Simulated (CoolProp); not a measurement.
Vapour-liquid equilibrium of R143a (1) + R236FA (2) at 224 kPa; x and y are mole fractions of (1).

Values from CoolProp's multi-fluid Helmholtz-energy mixture model, Lemmon and Jacobsen 2000 and Pan 2012; pair parameters Bell 2016.

```tsv
x	bubble temperature, mixture model (K)	bubble temperature, Raoult's law (K)	y, mixture model	y, Raoult's law
0.05	288.4	287.3	0.168	0.210
0.15	280.8	278.6	0.427	0.490
0.25	274.1	271.7	0.606	0.660
0.35	268.2	266.0	0.731	0.769
0.45	263.0	261.2	0.817	0.842
0.55	258.5	257.1	0.878	0.893
0.65	254.6	253.6	0.921	0.930
0.75	251.2	250.5	0.953	0.957
0.85	248.1	247.8	0.976	0.978
0.95	245.4	245.3	0.993	0.993
```

The largest gap from Raoult's law is +2.4 K in bubble temperature, at x = 0.25. No azeotrope shows between x = 0.05 and 0.95.

The pair parameters rest on a limited set of measurements; away from them the model extrapolates.
